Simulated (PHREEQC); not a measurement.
Make-up at 25 °C: 0.0015 mol H2SO4, 0.05 mol CaCl2 and 9.9e-05 mol MgCl2 per kg of water. Closed to the air; pH follows from the charge balance.

All values are PHREEQC results (ion-association model, phreeqc.dat), not measurements.

This is a speciation only: nothing precipitates in the calculation.

Question: Estimate the pH.

Answer: pH 2.63.

Question: In which forms is Mg present?

Answer: Mg+2 98 %, MgSO4 1.9 % of the Mg.
